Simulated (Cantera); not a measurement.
A Cantera script and what it prints.

```python
import numpy as np
import cantera as ct

gas_names = """
    F F2 H HF H2 H2F2 H3F3 H4F4 H5F5 H6F6 H7F7 N NF NF2 NF3 NH NH2 NH3 N2 N2H2 N2H4 Si SiF SiF2 SiF3
    SiF4 SiH SiHF3 SiH2 SiH2F2 SiH3 SiH3F SiH4 SiN Si2 Si2N Si3
""".split()
cond_names = """
    Si(cr) Si(L) Si3N4(a)
""".split()


# ... load() reads the species with a 1 bar reference pressure and builds the phases ...
atoms = {
    'Si': {'Si': 1},
    'NF3': {'N': 1, 'F': 3},
    'H2': {'H': 2},
}
top_T = {'Si3N4(a)': 2400}  # K; cautious upper limits of use, not melting points


# ... equilibrate(T, P, feed) seeds the gas with the atoms and calls Mixture.equilibrate('TP', solver="vcs", rtol=1e-11, max_steps=5000) ...
results = []
feed = {'Si': 1, 'NF3': 4.7, 'H2': 62}  # mol
T = 1598.15  # K
P = 840  # Pa
mix = equilibrate(T, P, feed)
results.append((T, P, feed, dict(zip(mix.species_names, mix.species_moles))))
print(gas.report(threshold=1e-05))
for i in range(1, mix.n_phases):
    print(f"{mix.phase(i).name:16s} {mix.phase_moles(i):12.5e} mol")
```

It prints:

```
       temperature   1598.2 K
          pressure   840 Pa
           density   0.00043677 kg/m^3
  mean mol. weight   6.9092 kg/kmol
   phase of matter   gas

                          1 kg             1 kmol
                     ---------------   ---------------
          enthalpy       -3.0091e+06        -2.079e+07  J
   internal energy       -4.9323e+06       -3.4078e+07  J
           entropy             34436        2.3793e+05  J/K
    Gibbs function       -5.8044e+07       -4.0103e+08  J
 heat capacity c_p            4893.5             33810  J/K
 heat capacity c_v            3690.1             25495  J/K

                      mass frac. Y      mole frac. X     chem. pot. / RT
                     ---------------   ---------------   ---------------
                 H        7.6259e-05         0.0005227           -11.891
                HF           0.41834           0.14447           -51.194
                H2            0.2356           0.80746           -23.783
                N2           0.13524          0.033354           -34.389
              SiF2        0.00033927        3.5472e-05           -95.476
              SiF3          0.012068        0.00098004           -134.78
              SiF4           0.19746          0.013108           -174.08
             SiHF3        0.00086764        6.9634e-05           -146.67
     [  +29 minor]        1.8227e-06        2.3027e-07

Si(cr)            0.00000e+00 mol
Si3N4(a)          0.00000e+00 mol
```

These are equilibrium values from Cantera (NASA tables, ideal gas, pure condensed phases), not measurements of a reactor. The tables' values for SiF3, SiF2 are old estimates; treat these amounts as uncertain.
